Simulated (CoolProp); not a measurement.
A closed Brayton cycle with dry air: compressor inlet 323.15 K and 2.5 MPa, high pressure 5.27 MPa, turbine inlet 625 K, compressor efficiency 0.89, turbine efficiency 0.93, recuperator effectiveness 0.95 (on enthalpy, no pinch check). Each further row changes one setting.

Model: reference Helmholtz-energy equation of state, Lemmon 2000, in CoolProp. It is a pseudo-pure fit of the blend.

```
case                           thermal efficiency (%)  net work (kJ/kg)  compressor to turbine work  compressor exit (K)  turbine exit (K)
-----------------------------  ----------------------  ----------------  --------------------------  -------------------  ----------------
as stated                                  (withheld)              26.9                        0.76                409.8             516.7
turbine inlet 575 K                              15.9              17.6                        0.83                409.8             474.4
compressor inlet 333.15 K                  (withheld)              24.1                        0.79           (withheld)             516.7
high pressure 4.48 MPa                     (withheld)              24.7                  (withheld)           (withheld)             538.7
recuperator effectiveness 0.5              (withheld)              26.9                        0.76                409.8             516.7
```

### Question
Complete the blanks.

### Answer

- as stated, thermal efficiency (%): 22.0
- compressor inlet 333.15 K, thermal efficiency (%): 19.9
- compressor inlet 333.15 K, compressor exit (K): 422.4
- high pressure 4.48 MPa, thermal efficiency (%): 24.4
- high pressure 4.48 MPa, compressor to turbine work: 0.73
- high pressure 4.48 MPa, compressor exit (K): 389.4
- recuperator effectiveness 0.5, thermal efficiency (%): 15.6
